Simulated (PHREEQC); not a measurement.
A made-up water analysis in mg/L, 25 °C, pH 6.79, pe 9.9:

| constituent | mg/L |
|---|---|
| Na | 9.65 |
| K | 0.954 |
| Ca | 10.5 |
| Mg | 6.67 |
| Cl | 16.7 |
| S(6) as SO4 | 14.5 |
| Alkalinity as HCO3 | 45 |
| B | 0.00758 |

Valence states are taken as typed.

Computed with PHREEQC (ion-association model, wateq4f.dat).

The ionic strength is 0.00215 mol/kgw and the charge-balance error comes out as 0.2 %.

```json
[
 {"species": "HCO3-", "molality": "0.000733", "activity": "0.000697", "log γ": "-0.022"},
 {"species": "Cl-", "molality": "0.000471", "activity": "0.000447", "log γ": "-0.022"},
 {"species": "Na+", "molality": "0.000419", "activity": "0.000399", "log γ": "-0.022"},
 {"species": "Mg+2", "molality": "0.000267", "activity": "0.000218", "log γ": "-0.087"},
 {"species": "Ca+2", "molality": "0.000255", "activity": "0.000209", "log γ": "-0.088"},
 {"species": "CO2", "molality": "0.000254", "activity": "0.000254", "log γ": "0.000"},
 {"species": "SO4-2", "molality": "0.000140", "activity": "0.000114", "log γ": "-0.088"},
 {"species": "K+", "molality": "2.44e-5", "activity": "2.32e-5", "log γ": "-0.022"},
 {"species": "MgSO4", "molality": "5.85e-6", "activity": "5.85e-6", "log γ": "0.000"},
 {"species": "CaSO4", "molality": "4.76e-6", "activity": "4.76e-6", "log γ": "0.000"},
 {"species": "CaHCO3+", "molality": "1.95e-6", "activity": "1.86e-6", "log γ": "-0.022"},
 {"species": "MgHCO3+", "molality": "1.87e-6", "activity": "1.78e-6", "log γ": "-0.022"},
 {"species": "H3BO3", "molality": "6.99e-7", "activity": "6.99e-7", "log γ": "0.000"},
 {"species": "CO3-2", "molality": "2.46e-7", "activity": "2.01e-7", "log γ": "-0.087"},
 {"species": "NaSO4-", "molality": "2.40e-7", "activity": "2.28e-7", "log γ": "-0.022"},
 {"species": "H+", "molality": "1.70e-7", "activity": "1.62e-7", "log γ": "-0.021"}
]
```

This is a speciation only: nothing precipitates in the calculation.
